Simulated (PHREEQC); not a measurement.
**Arsenic or selenium liquor: an equilibrium model**

Dissolve 0.0016 mol/kgw Na2SeO4 and 3.6e-05 mol/kgw CaCl2 at 25 °C. Closed to the air; pH follows from the charge balance.

Computed with PHREEQC (ion-association model, wateq4f.dat).

No solid was allowed to form.

What pH does the model give?

pH 7.01.
